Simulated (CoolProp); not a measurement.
Vapour-liquid equilibrium of n-pentane (1) + cyclohexane (2) at 94.65 °C; x and y are mole fractions of (1).

Values from CoolProp's multi-fluid Helmholtz-energy mixture model, Thol 2019 and Zhou 2014; pair parameters Bell 2016.

```tsv
x	bubble pressure (MPa)	y at the bubble point	dew pressure at overall composition x (MPa)	liquid density (mol/L)
0.05	0.1722	0.159	0.1573	8.342
0.15	0.2125	0.379	0.1709	8.269
0.25	0.2509	0.526	0.1870	8.193
0.35	0.2881	0.634	0.2062	8.116
0.45	0.3244	0.717	0.2296	8.036
0.55	0.3602	0.786	0.2584	7.953
0.65	0.3959	0.843	0.2946	7.868
0.75	0.4319	0.894	0.3407	7.779
0.85	0.4684	0.939	0.4004	7.686
0.95	0.5058	0.980	0.4779	7.589
```

No azeotrope shows between x = 0.05 and 0.95.

Pair parameters are fitted to limited data, so mixtures are less certain than the pure fluids.
